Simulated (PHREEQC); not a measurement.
NaOH is added in steps, without added water, to 1 kg of water holding 0.0026 mol/kgw CuCl2 and 0.016 mol/kgw HCl, at 20 °C. O2 is buffered at 0.21 atm. The system is closed to CO2. Solids allowed: Cu(OH)2, Atacamite, Halite. Others were left out.

Base run: PHREEQC, ion-association model, wateq4f.dat. Each further column changes one thing. The table gives pH.

```json
[
 {"NaOH added (mol)": "0", "base": "1.85", "diluted 5-fold with water": "2.52", "HCl replaced by AlCl3 at the same molality": "3.68", "temperature from 20 to 65 °C": "1.85", "no solid may form": "1.85"},
 {"NaOH added (mol)": "0.002156", "base": "1.91", "diluted 5-fold with water": "3.01", "HCl replaced by AlCl3 at the same molality": "4.58", "temperature from 20 to 65 °C": "1.92", "no solid may form": "1.91"},
 {"NaOH added (mol)": "0.003594", "base": "1.96", "diluted 5-fold with water": "5.81", "HCl replaced by AlCl3 at the same molality": "4.58", "temperature from 20 to 65 °C": "1.96", "no solid may form": "1.96"},
 {"NaOH added (mol)": "0.00575", "base": "2.04", "diluted 5-fold with water": "(withheld)", "HCl replaced by AlCl3 at the same molality": "4.59", "temperature from 20 to 65 °C": "2.05", "no solid may form": "2.04"},
 {"NaOH added (mol)": "0.007906", "base": "2.15", "diluted 5-fold with water": "11.69", "HCl replaced by AlCl3 at the same molality": "4.59", "temperature from 20 to 65 °C": "2.15", "no solid may form": "2.15"},
 {"NaOH added (mol)": "0.009344", "base": "2.23", "diluted 5-fold with water": "11.83", "HCl replaced by AlCl3 at the same molality": "4.60", "temperature from 20 to 65 °C": "2.23", "no solid may form": "2.23"},
 {"NaOH added (mol)": "0.0115", "base": "2.40", "diluted 5-fold with water": "11.98", "HCl replaced by AlCl3 at the same molality": "4.60", "temperature from 20 to 65 °C": "2.40", "no solid may form": "2.40"},
 {"NaOH added (mol)": "0.01366", "base": "2.68", "diluted 5-fold with water": "12.09", "HCl replaced by AlCl3 at the same molality": "4.61", "temperature from 20 to 65 °C": "2.69", "no solid may form": "2.68"},
 {"NaOH added (mol)": "0.01509", "base": "3.10", "diluted 5-fold with water": "12.15", "HCl replaced by AlCl3 at the same molality": "4.62", "temperature from 20 to 65 °C": "3.10", "no solid may form": "3.10"},
 {"NaOH added (mol)": "0.01725", "base": "5.11", "diluted 5-fold with water": "12.22", "HCl replaced by AlCl3 at the same molality": "4.63", "temperature from 20 to 65 °C": "4.55", "no solid may form": "6.52"},
 {"NaOH added (mol)": "0.01941", "base": "5.59", "diluted 5-fold with water": "12.29", "HCl replaced by AlCl3 at the same molality": "4.64", "temperature from 20 to 65 °C": "5.03", "no solid may form": "7.22"},
 {"NaOH added (mol)": "0.02084", "base": "8.34", "diluted 5-fold with water": "(withheld)", "HCl replaced by AlCl3 at the same molality": "4.64", "temperature from 20 to 65 °C": "7.17", "no solid may form": "7.82"},
 {"NaOH added (mol)": "0.023", "base": "11.36", "diluted 5-fold with water": "(withheld)", "HCl replaced by AlCl3 at the same molality": "4.65", "temperature from 20 to 65 °C": "10.10", "no solid may form": "11.35"}
]
```

Question: Some entries are withheld; supply them.

Answer: 
- 0.00575, diluted 5-fold with water: 11.31
- 0.02084, diluted 5-fold with water: 12.33
- 0.023, diluted 5-fold with water: 12.38

The database's constant for dissolved Cu(OH)2 is higher than later reviews accept.  Constants without temperature data keep their 25 °C values here. In at least one series the solution becomes supersaturated in solids that the run did not let form, among them Cu(OH)2, Atacamite. Solids allowed in the column 'HCl replaced by AlCl3 at the same molality': Al(OH)3(a), Cu(OH)2, Atacamite, Halite.
